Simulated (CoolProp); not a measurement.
Vapour pressure (MPa) of n-heptane: the reference equation beside estimates from Tc = 268.1 °C, pc = 2.774 MPa, ω = 0.349. Clausius-Clapeyron is anchored at 177.15 °C with a constant enthalpy of vaporisation of 24.83 kJ/mol.

Values from CoolProp's reference Helmholtz-energy equation of state, Span 2003. It is a short technical equation, of lower accuracy than the large ones.

| T (°C) | reference | Lee-Kesler | Clausius-Clapeyron | van der Waals | Redlich-Kwong | Soave-Redlich-Kwong | Peng-Robinson |
|---|---|---|---|---|---|---|---|
| 156.45 | 0.4288 | 0.4301 | 0.4713 | 1.025 | 0.6450 | 0.4319 | ? |
| 159.95 | 0.4613 | 0.4627 | 0.4985 | ? | 0.6835 | 0.4650 | 0.4591 |
| 163.35 | 0.4946 | 0.4962 | 0.5260 | 1.104 | 0.7224 | 0.4990 | 0.4925 |
| 166.75 | 0.5297 | 0.5315 | 0.5546 | ? | 0.7628 | 0.5348 | 0.5278 |
| 170.25 | 0.5677 | 0.5697 | ? | 1.186 | 0.8059 | 0.5736 | 0.5660 |
| 173.65 | 0.6066 | 0.6087 | 0.6159 | 1.228 | 0.8494 | 0.6134 | 0.6052 |
| 177.15 | 0.6488 | 0.6510 | 0.6488 | 1.272 | 0.8959 | 0.6564 | 0.6476 |
| 180.55 | 0.6918 | 0.6940 | 0.6818 | ? | 0.9426 | 0.7004 | 0.6909 |
| 183.95 | 0.7369 | 0.7392 | 0.7160 | 1.360 | 0.9909 | 0.7465 | 0.7364 |
| 187.45 | 0.7856 | ? | 0.7525 | 1.407 | 1.042 | 0.7962 | 0.7855 |
| 190.85 | 0.8352 | 0.8376 | 0.7891 | 1.453 | 1.094 | 0.8469 | 0.8356 |
| 194.25 | 0.8871 | ? | 0.8269 | 1.501 | 1.148 | 0.9000 | 0.8880 |
| 197.75 | 0.9430 | 0.9455 | 0.8672 | 1.551 | 1.204 | 0.9571 | 0.9446 |

### Question
Complete the blanks.

### Answer

- 156.45, Peng-Robinson: 0.4265
- 159.95, van der Waals: 1.065
- 166.75, van der Waals: 1.144
- 170.25, Clausius-Clapeyron: 0.5851
- 180.55, van der Waals: 1.315
- 187.45, Lee-Kesler: 0.7880
- 194.25, Lee-Kesler: 0.8895

Absolute difference from the reference over all 13 rows, mean and median: Lee-Kesler 0.3 and 0.3 %, Clausius-Clapeyron 4.8 and 4.7 %, van der Waals 98.3 and 96.1 %, Redlich-Kwong 38.5 and 38.1 %, Soave-Redlich-Kwong 1.2 and 1.2 %, Peng-Robinson 0.2 and 0.2 %.
